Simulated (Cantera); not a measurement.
A closed system holds: 1 mol toluene, 0.83 mol H2, equilibrated at 1723 K and 1.00 bar.

Cantera equilibrium calculation (NASA polynomials, part measured and part estimated; ideal gas, pure solids and liquids). Candidate condensed phases: C, C6H6, C7H8, C8H18; 76 gas species. The numbers say what is thermodynamically allowed, not how fast it happens.

Base state: H2 0.999, CH4 0.00100, H 0.000182, C2H2 (acetylene) 9.04e-5 (mole fractions); condensed: C(graphite).

Task: What changes in the equilibrium state with this change: temperature from 1723 K to 1450 K?

Result: 
```tsv
species	before	after
H2	0.999	0.997
CH4	0.00100	0.00328
H	0.000182	9.44e-6
C2H2 (acetylene)	9.04e-5	4.86e-6
C(graphite), mol	6.99	6.98
```
